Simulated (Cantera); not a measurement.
**Thermodynamics of silicon oxide and oxynitride deposition, feed SiF₄ + H₂O**

Feed: 1 mol SiF₄, 0.11 mol H₂O, equilibrated at 877 °C and 13.3 mbar.

Cantera equilibrium calculation (NASA polynomials, part measured and part estimated; ideal gas, pure solids and liquids). Candidate condensed phases: H₂O, Si, SiO₂; 38 gas species. The tables hold silica as quartz up to 1696 K and as liquid above; real silica turns to tridymite and cristobalite and melts near 1996 K. Equilibrium is a limit: real reactors are often held back by kinetics, nucleation or transport.

The x(SiF₄) is 0.815, the x(HF) comes out as 0.182 and the x(H₂O) comes out as 0.00385. The n(SiO₂(β-quartz)) comes out as 0.0528 mol, the gas amount comes out as 1.163 mol and the log10 activity of Si(s) (absent) comes out as -23.33.
